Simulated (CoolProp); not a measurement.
Properties of carbonyl sulfide at several states.

Computed with CoolProp (reference Helmholtz-energy equation of state, Lemmon 2006). It is a short technical equation, of lower accuracy than the large ones.

| T (K) | p (bar) | phase | density (kg/m³) | cp (kJ/(kg K)) | cv (kJ/(kg K)) | Joule-Thomson coefficient (K/MPa) | isothermal compressibility (1/MPa) |
|---|---|---|---|---|---|---|---|
| 190.9 | 1.22 | liquid | 1241 | 1.163 | 0.7235 | -0.4780 | 0.0009232 |
| 550.6 | 32.5 | gas | 44.89 | ? | 0.7060 | ? | 0.3237 |
| 215.4 | 1.48 | liquid | 1190 | 1.174 | 0.7086 | -0.4427 | 0.001216 |
| 221.9 | 20.5 | liquid | 1180 | 1.176 | 0.7070 | ? | ? |
| 614.5 | 78.4 | supercritical | 99.44 | ? | 0.7351 | 3.741 | 0.1364 |
| 199.5 | 1.84 | liquid | ? | 1.165 | ? | -0.4682 | 0.001013 |

### Question
Complete the blanks.

### Answer

- 550.6, cp (kJ/(kg K)): 0.8864
- 550.6, Joule-Thomson coefficient (K/MPa): 5.062
- 221.9, Joule-Thomson coefficient (K/MPa): -0.4346
- 221.9, isothermal compressibility (1/MPa): 0.001282
- 614.5, cp (kJ/(kg K)): 0.9556
- 199.5, density (kg/m³): 1223
- 199.5, cv (kJ/(kg K)): 0.7170
